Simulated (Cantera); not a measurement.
Source: NASA polynomial tables (part measured, part estimated), evaluated in Cantera. Values are per mole of reaction as written; species without (g) are pure solids or liquids, kept so even where they would boil at 1 bar.

2 Ti4O7 + 7 C → 7 CO2(g) + 8 Ti, with ΔH° = 4054.6 kJ and ΔS° = 1304.5 J/K at 300 K.

How far is the shortcut ΔG° ≈ ΔH°(300 K) − T·ΔS°(300 K) from the full temperature-dependent value at 550, 750, 950, 1150, 1350, 1550, 1750, 1950 K?


```csv
T (K),shortcut (kJ),full (kJ),difference (kJ),difference in log10 K,condensed phases
550,3337.1,3341.2,-4.1,0.39,"Ti4O7(s), C(graphite), Ti(α)"
750,3076.2,3091.0,-14.8,1.03,"Ti4O7(s), C(graphite), Ti(α)"
950,2815.3,2846.6,-31.3,1.72,"Ti4O7(s), C(graphite), Ti(α)"
1150,2554.4,2606.4,-52.0,2.36,"Ti4O7(s), C(graphite), Ti(α)"
1350,2293.5,2364.3,-70.8,2.74,"Ti4O7(s), C(graphite), Ti(β)"
1550,2032.6,2125.8,-93.2,3.14,"Ti4O7(s), C(graphite), Ti(β)"
1750,1771.7,1890.1,-118.4,3.53,"Ti4O7(s), C(graphite), Ti(β)"
1950,1510.8,1656.0,-145.2,3.89,"Ti4O7(s), C(graphite), Ti(l)"
```
The shortcut ignores heat capacities and the phase changes listed.
